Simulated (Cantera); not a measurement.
An isothermal, constant-pressure homogeneous reactor starts with C2H6 : N2 = 1 : 60 (molar parts), at 1548 K and 10.5 Torr.

Computed with Cantera and GRI-Mech 3.0 (53 species, 325 reactions). GRI-Mech 3.0 stops at C3 and has no aromatics, soot or wall deposition, so with more carbon than oxygen in the feed, carbon stays in small species such as C2H2 where larger ones or solid carbon would form. Radical loss at walls, strong at low pressure, is not modelled.

One state of this run: x C2H6 = 0.000122; x CH3 = 0.00118; x C2H = 3.51e-7; x H2 = 0.0197; x H = 0.000343. x: mole fraction; the columns are a selection and need not sum to one.

Question: Which value of t (s) does it belong to?
A) 0.00436
B) 0.0260
C) 0.0107
D) 80.0

Answer: C, 0.0107
